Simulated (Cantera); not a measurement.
A perfectly stirred reactor is fed with C2H6 : N2 = 1 : 110 (molar parts), at 0.00197 atm; it is held at 1500 K, and followed from long to short residence time.

Computed with Cantera and GRI-Mech 3.0 (53 species, 325 reactions). GRI-Mech 3.0 stops at C3 and has no aromatics, soot or wall deposition, so with more carbon than oxygen in the feed, carbon stays in small species such as C2H2 where larger ones or solid carbon would form. Radical loss at walls, strong at low pressure, is not modelled.

What does this change do: temperature 1500 to 1675 K?


```json
[
 {"quantity": "x(C2H6) at τ = 11.0 s", "before": "2.12e-5", "after": "4.20e-6"},
 {"quantity": "x(CH2) at τ = 11.0 s", "before": "1.06e-6", "after": "2.35e-6"},
 {"quantity": "x(H2) at τ = 11.0 s", "before": "0.0161", "after": "0.0167"},
 {"quantity": "x(HCN) at τ = 11.0 s", "before": "3.65e-5", "after": "0.000283"},
 {"quantity": "x(CH4) at τ = 11.0 s", "before": "0.000820", "after": "0.000398"},
 {"quantity": "x(C2H6) at τ = 43.0 ms", "before": "0.00314", "after": "0.000763"},
 {"quantity": "x(CH2) at τ = 43.0 ms", "before": "5.73e-6", "after": "2.09e-5"},
 {"quantity": "x(H2) at τ = 43.0 ms", "before": "0.00488", "after": "0.00931"},
 {"quantity": "x(HCN) at τ = 43.0 ms", "before": "1.76e-6", "after": "1.96e-5"},
 {"quantity": "x(CH4) at τ = 43.0 ms", "before": "0.000932", "after": "0.00134"}
]
```

What does this change do: N2 110 to 940 parts?


```tsv
quantity	before	after
x(C2H6) at τ = 11.0 s	2.12e-5	4.52e-6
x(CH2) at τ = 11.0 s	1.06e-6	5.73e-7
x(H2) at τ = 11.0 s	0.0161	0.00189
x(HCN) at τ = 11.0 s	3.65e-5	5.55e-5
x(CH4) at τ = 11.0 s	0.000820	7.59e-5
x(C2H6) at τ = 43.0 ms	0.00314	0.000547
x(CH2) at τ = 43.0 ms	5.73e-6	1.53e-6
x(H2) at τ = 43.0 ms	0.00488	0.000278
x(HCN) at τ = 43.0 ms	1.76e-6	1.30e-6
x(CH4) at τ = 43.0 ms	0.000932	2.36e-5
```

What does this change do: C2H6 1 to 0.52 parts?


```tsv
quantity	before	after
x(C2H6) at τ = 11.0 s	2.12e-5	1.32e-5
x(CH2) at τ = 11.0 s	1.06e-6	9.38e-7
x(H2) at τ = 11.0 s	0.0161	0.00849
x(HCN) at τ = 11.0 s	3.65e-5	4.70e-5
x(CH4) at τ = 11.0 s	0.000820	0.000373
x(C2H6) at τ = 43.0 ms	0.00314	0.00185
x(CH2) at τ = 43.0 ms	5.73e-6	4.20e-6
x(H2) at τ = 43.0 ms	0.00488	0.00224
x(HCN) at τ = 43.0 ms	1.76e-6	1.96e-6
x(CH4) at τ = 43.0 ms	0.000932	0.000318
```
